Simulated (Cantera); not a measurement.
A perfectly stirred reactor is fed with N₂O : N₂ = 1 : 2 (molar parts), at 20.0 Torr; it is held at 1475 K, and followed from long to short residence time.

Detailed kinetics in Cantera: GRI-Mech 3.0 (53 species, 325 reactions). GRI-Mech 3.0 was tuned for natural gas; its chemistry of N2O as a main component is partial and can be far from experiment. Radical loss at walls, strong at low pressure, is not modelled. The temperature is held fixed by assumption; the heat of reaction is taken as removed at once.

```tsv
quantity	before	after
x(N₂O) at τ = 26.0 s	0.0103	0.00289
x(NO) at τ = 26.0 s	0.0593	0.0344
x(N₂) at τ = 26.0 s	0.822	0.838
x(O₂) at τ = 26.0 s	0.109	0.124
x(NO₂) at τ = 26.0 s	1.54e-5	3.68e-5
x(N₂O) at τ = 0.190 s	0.267	0.151
x(NO) at τ = 0.190 s	0.0133	0.0361
x(N₂) at τ = 0.190 s	0.698	0.753
x(O₂) at τ = 0.190 s	0.0217	0.0602
x(NO₂) at τ = 0.190 s	2.35e-6	3.32e-5
```

### Question
Name the change that produced these shifts.
A. pressure from 20.0 Torr to 0.880 bar
B. pressure from 20.0 Torr to 100.0 Torr
C. pressure from 20.0 Torr to 2.00 bar
D. pressure from 20.0 Torr to 10.00 Torr

### Answer
B, pressure from 20.0 Torr to 100.0 Torr
